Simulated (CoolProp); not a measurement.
A single-stage vapour-compression cycle with R11: evaporating at 248.15 K (dew point), condensing at 314.15 K (bubble point), superheat 0 K, subcooling 2 K, compressor efficiency 0.7, no pressure losses. Each further row changes one setting.

Computed with CoolProp (reference Helmholtz-energy equation of state, Jacobsen 1992).

```tsv
case	cooling COP	pressure ratio	discharge temperature (K)	refrigerating effect (kJ/kg)	volumetric capacity (kJ/m³)
as stated	2.16	14.9	365.4	143	116
evaporating temperature 253.15 K	2.43	11.4	359.5	145	151
condensing temperature 309.15 K	2.38	12.7	358.0	147	120
subcooling 7 K	2.23	14.9	365.4	147	120
superheat 10 K	2.15	14.9	378.1	148	116
compressor efficiency 0.6	1.85	14.9	382.6	143	116
```
